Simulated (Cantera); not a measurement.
A perfectly stirred reactor is fed with 86.2 % NH3, 13.8 % N2, at 100.0 Torr; it is held at 1775 K, and followed from long to short residence time.

Computed with Cantera and the gas-phase N/H chemistry of the illustrative SiF4/NH3 mechanism in the Surface Chemkin manual (1991). Walls and surfaces, which speed up NH3 decomposition in real reactors, are not modelled.

Task: Predict: x(NH3) at τ = 8.20 s; x(NH) at τ = 8.20 s; x(N2H4) at τ = 8.20 s; x(N2) at τ = 8.20 s; x(NH2) at τ = 8.20 s; x(NH3) at τ = 0.120 s; x(NH) at τ = 0.120 s; x(N2H4) at τ = 0.120 s; x(N2) at τ = 0.120 s; x(NH2) at τ = 0.120 s.

Result: 
```
Item                      Result
----------------------  --------
x(NH3) at τ = 8.20 s       0.194
x(NH) at τ = 8.20 s      1.85e-6
x(N2H4) at τ = 8.20 s    9.48e-9
x(N2) at τ = 8.20 s        0.268
x(NH2) at τ = 8.20 s    0.000139
x(NH3) at τ = 0.120 s      0.815
x(NH) at τ = 0.120 s     2.07e-6
x(N2H4) at τ = 0.120 s   6.96e-8
x(N2) at τ = 0.120 s       0.147
x(NH2) at τ = 0.120 s   0.000377
```
